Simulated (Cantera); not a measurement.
Input (Python, Cantera):

```python
import numpy as np
import cantera as ct

gas = ct.Solution("h2o2.yaml")
gas.TPX = 750, 100000, {'H2': 1.7, 'O2': 1, 'N2': 1.2}
reactor = ct.IdealGasConstPressureReactor(gas, energy="off", clone=False)
net = ct.ReactorNet([reactor])
net.rtol, net.atol = 1e-08, 1e-18
show = ['H2', 'O2', 'H2O2', 'HO2', 'H2O', 'OH']
times = np.geomspace(7e-05, 200, 14)

steps = ct.SolutionArray(gas, extra=["t"])
rows = []
print(f"{'t/s':>10s}{'T/K':>9s}{'P/Pa':>11s}" + "".join(f"{s:>11s}" for s in show))
for t in times:
    while net.time < t:
        t_next = net.step()
        steps.append(gas.state, t=t_next)
    rows.append([np.interp(t, steps.t, y) for y in (steps.T, steps.P, *steps(*show).X.T)])
    print(f"{t:10.3e}{rows[-1][0]:9.1f}{rows[-1][1]:11.4g}" + "".join(f"{x:11.3e}" for x in rows[-1][2:]))
rate = np.gradient(steps.T, steps.t)
print("integrator steps:", len(steps.t))
if steps.T.max() > steps.T[0] + 200:
    print(f"time of steepest temperature rise: {steps.t[rate.argmax()]:.4e} s")
gas.TPX = 750, 100000, {'H2': 1.7, 'O2': 1, 'N2': 1.2}
gas.equilibrate("TP")
print(f"equilibrium (TP): T = {gas.T:.1f} K  " + "  ".join(f"{s} {gas[s].X[0]:.3e}" for s in show))
```

Result:

```
       t/s      T/K       P/Pa         H2         O2       H2O2        HO2        H2O         OH
 7.000e-05    750.0      1e+05  4.359e-01  2.564e-01  2.567e-16  1.225e-12  3.254e-14  1.504e-16
 2.196e-04    750.0      1e+05  4.359e-01  2.564e-01  2.646e-15  3.888e-12  1.073e-13  1.507e-16
 6.892e-04    750.0      1e+05  4.359e-01  2.564e-01  2.692e-14  1.225e-11  3.428e-13  1.516e-16
 2.162e-03    750.0      1e+05  4.359e-01  2.564e-01  2.575e-13  3.848e-11  1.091e-12  1.544e-16
 6.785e-03    750.0      1e+05  4.359e-01  2.564e-01  2.506e-12  1.209e-10  3.526e-12  1.632e-16
 2.129e-02    750.0      1e+05  4.359e-01  2.564e-01  2.465e-11  3.803e-10  1.206e-11  1.916e-16
 6.680e-02    750.0      1e+05  4.359e-01  2.564e-01  2.436e-10  1.203e-09  4.819e-11  2.886e-16
 2.096e-01    750.0      1e+05  4.359e-01  2.564e-01  2.436e-09  3.880e-09  2.711e-10  6.723e-16
 6.576e-01    750.0      1e+05  4.359e-01  2.564e-01  2.544e-08  1.340e-08  2.634e-09  2.739e-15
 2.063e+00    750.0      1e+05  4.359e-01  2.564e-01  3.074e-07  5.496e-08  4.889e-08  2.014e-14
 6.474e+00    750.0      1e+05  4.359e-01  2.564e-01  3.786e-06  1.947e-07  1.410e-06  1.956e-13
 2.031e+01    750.0      1e+05  4.358e-01  2.564e-01  3.953e-05  6.108e-07  4.277e-05  1.896e-12
 6.374e+01    750.0      1e+05  4.346e-01  2.556e-01  3.989e-04  1.919e-06  1.346e-03  1.901e-11
 2.000e+02    750.0      1e+05  4.089e-01  2.426e-01  2.045e-03  4.455e-06  3.299e-02  1.123e-10
integrator steps: 550
equilibrium (TP): T = 750.0 K  H2 1.111e-14  O2 4.918e-02  H2O2 4.969e-12  HO2 3.590e-12  H2O 5.574e-01  OH 2.831e-10
```

Model: the H2/O2 subset of GRI-Mech 3.0, which has no nitrogen chemistry, integrated in Cantera. Below about 950 K walls govern HO2 and H2O2 in real vessels. The temperature is held fixed by assumption; the heat of reaction is taken as removed at once.
